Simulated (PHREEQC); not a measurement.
Make-up at 20 °C: 0.21 mol/kgw CdSO4 and 0.1 mol/kgw HCl. Closed to the air; pH follows from the charge balance.

Equilibrium calculation in PHREEQC: ion-association model, phreeqc.dat.

**Question.** The ionic strength comes out as 0.381 mol/kgw. What activity coefficients do Cd+2, CdCl+, CdCl3-, Cd(SO4)2-2, HSO4- get?

**Answer.** Cd+2 0.29, CdCl+ 0.73, CdCl3- 0.73, Cd(SO4)2-2 0.29, HSO4- 0.73.

Precipitation was switched off in this run.
